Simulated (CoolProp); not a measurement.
Properties of dodecamethylpentasiloxane (MD3M) at several states.

Model: reference Helmholtz-energy equation of state, Thol 2019, in CoolProp.

```tsv
T (K)	p (MPa)	phase	density (kg/m³)	cv (kJ/(kg K))	speed of sound (m/s)	Joule-Thomson coefficient (K/MPa)	expansivity (1/kK)
610.5	0.0636	gas	4.961	2.067	112.3	11.86	1.840
456.8	0.319	liquid	710.5	1.806	501.9	-0.1945	1.568
461.7	0.0706	liquid	703.8	1.816	485.0	-0.1742	1.617
590.2	0.0128	gas	1.010	2.026	112.8	12.91	1.740
```
